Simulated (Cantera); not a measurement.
Input: 1 mol SiH₄, 270 mol H₂, equilibrated at 2548 K and 0.280 bar.

Equilibrium computed with Cantera from the NASA thermochemical tables; the gas is ideal and each condensed phase is pure. Candidate condensed phases: Si; 9 gas species. Gases not in the tables: Si₂H₆ and higher silanes. Rates play no part.

Base state: H₂ 0.940, H 0.0567, Si 0.00302, SiH 0.000380, SiH₂ 0.000142, Si₂ 1.08e-5 (mole fractions); condensed: gas only.

Q: What changes in the equilibrium state with this change: temperature from 2548 K to 1648.15 K?

A: 
```csv
species,before,after
H₂,0.940,1.000
H,0.0567,0.000169
SiH₂,0.000142,8.49e-6
Si,0.00302,9.23e-7
Si₂,1.08e-5,3.08e-9
SiH,0.000380,8.97e-7
"Si(s), mol",0,0.997
```
